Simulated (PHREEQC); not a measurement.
A solution holds 0.0028 mol HF, 0.052 mol (NH4)2SiF6 and 0.0007 mol H3AsO4 per kg of water, at 25 °C. Closed to the air; pH follows from the charge balance.

Computed with PHREEQC (ion-association model, wateq4f.dat).

```csv
quantity,before,after
pH,2.84,3.28
ionic strength (mol/kgw),0.158,0.00174
HF (mol/kgw),0.00290,0.000945
F- (mol/kgw),0.00189,0.00127
H2AsO4- (mol/kgw),0.000578,6.37e-6
H4SiO4 (mol/kgw),0.000347,0.000366
SI of Chalcedony (SiO2),+0.11,+0.12
```

Q: Which change was made?
A) HF replaced by NaF at the same molality
B) (NH4)2SiF6 from 0.052 to 0.0052 mol/kgw
C) temperature from 25 to 30 °C
D) diluted 100-fold with water
E) H3AsO4 from 0.0007 to 0.0014 mol/kgw

A: D, diluted 100-fold with water

Precipitation was switched off in this run. Some of these states are supersaturated (in Quartz (slow to form), Chalcedony (slow to form), for instance). SiF6-2 is the database's only silicon fluoride.
